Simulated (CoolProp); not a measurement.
Vapour-liquid equilibrium of propane (1) + c-C4F8 (RC318) (2) at 0.766 MPa; x and y are mole fractions of (1).

The numbers come from the multi-fluid Helmholtz-energy mixture model, Lemmon 2009 and Platzer 1990; pair parameters Bell 2016 in CoolProp. This equation is an older, rougher fit; its heat capacities, sound speeds and derivatives of the liquid may be far off and weren't checked against measurements.

```tsv
x	bubble temperature, mixture model (°C)	bubble temperature, Raoult's law (°C)	y, mixture model	y, Raoult's law
0.05	(withheld)	53.4	(withheld)	0.120
0.2	(withheld)	45.3	(withheld)	0.404
0.35	25.8	38.3	0.658	0.602
0.5	21.4	32.3	(withheld)	0.744
0.65	18.8	26.9	(withheld)	0.848
0.8	(withheld)	22.2	0.851	0.925
0.95	(withheld)	18.0	0.949	0.984
```

### Question
What belongs in the gaps?

### Answer

- 0.05, bubble temperature, mixture model (°C): 49.7
- 0.05, y, mixture model: 0.172
- 0.2, bubble temperature, mixture model (°C): 34.3
- 0.2, y, mixture model: 0.506
- 0.5, y, mixture model: 0.736
- 0.65, y, mixture model: 0.791
- 0.8, bubble temperature, mixture model (°C): 17.2
- 0.95, bubble temperature, mixture model (°C): 16.5

The largest gap from Raoult's law is -12.5 K in bubble temperature, at x = 0.35. y crosses x between x = 0.8 and 0.95: the model has an azeotrope there.

Pair parameters are fitted to limited data, so mixtures are less certain than the pure fluids.
